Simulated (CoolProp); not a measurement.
200 sccm (0 °C, 1 atm) of nitrogen bubbles through liquid hexamethyldisiloxane (MM) at 310.2 K and leaves saturated at a total pressure of 0.15 MPa (ideal gas phase). Each further row changes one setting.

Computed with CoolProp (reference Helmholtz-energy equation of state, Thol 2016).

| case | vapour pressure (kPa) | mole fraction of vapour | delivery (mg/min) | delivery (sccm) | change of delivery for a bath 1 K warmer (%) |
|---|---|---|---|---|---|
| as stated | 9.98 | 0.0665 | 103 | 14.2 | 5.0 |
| bath temperature 315.2 K | 12.5 | 0.0833 | 132 | 18.2 | 4.9 |
| total pressure 0.3 MPa | 9.98 | 0.0333 | 49.8 | 6.88 | 4.9 |
